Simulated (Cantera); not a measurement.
Charge: 1 mol CuO, 7.5 mol C, 0.045 mol CO, held at 10.0 mbar.

Method: chemical equilibrium by Gibbs-energy minimisation in Cantera with the NASA 1993 tables (ideal gas, pure condensed phases). Candidate condensed phases: C, Cu, CuO, Cu2O; 15 gas species. Kinetics and transport are ignored.

Task: Which condensed phases are stable at each of these points (T (K)): 1773, 1798, 1823, 1848, 1873, 1898, 1923, 1948, 1973, 1998, 2023, 2048?

Result: 
```
T (K)     condensed phases  Cu condensed (%)
-----  -------------------  ----------------
1773   C(graphite) + Cu(l)              95.7
1798   C(graphite) + Cu(l)              94.1
1823   C(graphite) + Cu(l)              92.1
1848   C(graphite) + Cu(l)              89.2
1873   C(graphite) + Cu(l)              85.4
1898   C(graphite) + Cu(l)              80.2
1923   C(graphite) + Cu(l)              73.0
1948   C(graphite) + Cu(l)              62.6
1973   C(graphite) + Cu(l)              47.1
1998   C(graphite) + Cu(l)              22.6
2023           C(graphite)               0.0
2048           C(graphite)               0.0
```

From 1773 K to 1998 K the condensed part is C(graphite) + Cu(l). From 2023 K to 2048 K the condensed part is C(graphite).
